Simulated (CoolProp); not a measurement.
A single-stage vapour-compression cycle with R134a: evaporating at 211.15 K (dew point), condensing at 236.15 K (bubble point), superheat 2 K, subcooling 2 K, compressor efficiency 0.8, no pressure losses. Each further row changes one setting.

Computed with CoolProp (reference Helmholtz-energy equation of state, Tillner-Roth 1994).

```csv
case,cooling COP,pressure ratio,discharge temperature (K),refrigerating effect (kJ/kg),volumetric capacity (kJ/m³)
as stated,6.24,4.29,261.4,212,172
evaporating temperature 216.15 K,___,3.10,255.9,215,236
condensing temperature 231.15 K,___,3.30,252.6,218,177
subcooling 7 K,___,4.29,261.4,218,177
superheat 12 K,___,4.29,272.2,___,169
compressor efficiency 0.7,5.46,4.29,___,212,172
```

Q: Fill in the missing entries.

A: 
- evaporating temperature 216.15 K, cooling COP: 8.14
- condensing temperature 231.15 K, cooling COP: 7.94
- subcooling 7 K, cooling COP: 6.43
- superheat 12 K, cooling COP: 6.16
- superheat 12 K, refrigerating effect (kJ/kg): 219
- compressor efficiency 0.7, discharge temperature (K): 267.6
